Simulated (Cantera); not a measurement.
An adiabatic, constant-volume homogeneous reactor starts with 33.5 % H2, 14.0 % O2, 52.6 % N2, equivalence ratio 1.2, at 1550 K and 25000 Pa.

Detailed kinetics in Cantera: the H2/O2 subset of GRI-Mech 3.0, which has no nitrogen chemistry.

### Question
Predict: time of steepest temperature rise; temperature at 0.500 s; equilibrium temperature; x(H2) at 0.500 s; x(O2) at 0.500 s; x(OH) at 0.500 s; x(H2O2) at 0.500 s; x(HO2) at 0.500 s; x(H2O) at 0.500 s; x(H) at 0.500 s.

### Answer
```
Quantity                                                            Result
---------------------------------  ---------------------------------------
time of steepest temperature rise                                  43.5 µs
temperature at 0.500 s                                              2875 K
equilibrium temperature                                             2875 K
x(H2) at 0.500 s                     0.0912 (gas-phase equilibrium 0.0912)
x(O2) at 0.500 s                     0.0124 (gas-phase equilibrium 0.0124)
x(OH) at 0.500 s                     0.0369 (gas-phase equilibrium 0.0369)
x(H2O2) at 0.500 s                 2.37e-7 (gas-phase equilibrium 2.37e-7)
x(HO2) at 0.500 s                  4.88e-6 (gas-phase equilibrium 4.88e-6)
x(H2O) at 0.500 s                      0.229 (gas-phase equilibrium 0.229)
x(H) at 0.500 s                      0.0492 (gas-phase equilibrium 0.0492)
```
